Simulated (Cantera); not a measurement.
A closed system holds: 1 mol Si, 0.55 mol Cl2, 4.2 mol H2, at 500 K and 750 Torr.

Method: chemical equilibrium by Gibbs-energy minimisation in Cantera with the NASA 1993 tables (ideal gas, pure condensed phases). Candidate condensed phases: Si; 19 gas species. Equilibrium is a limit: real reactors are often held back by kinetics, nucleation or transport.

Base state: H2 0.929, SiCl4 0.0365, SiHCl3 0.0333, SiH2Cl2 0.00104 (mole fractions); condensed: Si(s).

Task: What changes in the equilibrium state with this change: temperature from 500 K to 675 K?

Result: 
```json
[
 {"species": "H2", "before": "0.929", "after": "0.929"},
 {"species": "SiCl4", "before": "0.0365", "after": "0.0378"},
 {"species": "SiHCl3", "before": "0.0333", "after": "0.0311"},
 {"species": "SiH2Cl2", "before": "0.00104", "after": "0.00159"},
 {"species": "HCl", "before": "1.62e-6", "after": "0.000148"},
 {"species": "SiH3Cl", "before": "5.58e-6", "after": "1.70e-5"},
 {"species": "Si(s), mol", "before": "0.686", "after": "0.687"}
]
```

Task: What changes in the equilibrium state with this change: temperature from 500 K to 1650 K?

Result: 
```tsv
species	before	after
H2	0.929	0.836
HCl	1.62e-6	0.106
SiCl2	<1e-9	0.0481
SiCl4	0.0365	0.00154
SiHCl3	0.0333	0.00204
SiCl3	1.48e-9	0.00581
H	<1e-9	8.30e-5
Si(s), mol	0.686	0.726
```
The tables' values for SiCl3 are old estimates; treat these amounts as uncertain.
